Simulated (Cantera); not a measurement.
An adiabatic, constant-volume homogeneous reactor starts with 21.1 % CO, 1.90 % H₂, 8.02 % CH₄, 14.5 % O₂, 54.5 % N₂, at 1500 K and 0.610 bar.

Model: GRI-Mech 3.0 (53 species, 325 reactions), integrated in Cantera.

Task: Predict: time of steepest temperature rise; temperature at 4.00 s; equilibrium temperature; x(CO) at 4.00 s; x(H₂) at 4.00 s; x(OH) at 4.00 s; x(H) at 4.00 s; x(O₂) at 4.00 s.

Result: 
```
Quantity                                                             Value
---------------------------------  ---------------------------------------
time of steepest temperature rise                                 0.780 ms
temperature at 4.00 s                                               2858 K
equilibrium temperature                                             2858 K
x(CO) at 4.00 s                        0.213 (gas-phase equilibrium 0.213)
x(H₂) at 4.00 s                      0.0481 (gas-phase equilibrium 0.0481)
x(OH) at 4.00 s                      0.0132 (gas-phase equilibrium 0.0132)
x(H) at 4.00 s                       0.0200 (gas-phase equilibrium 0.0200)
x(O₂) at 4.00 s                    0.00308 (gas-phase equilibrium 0.00308)
```
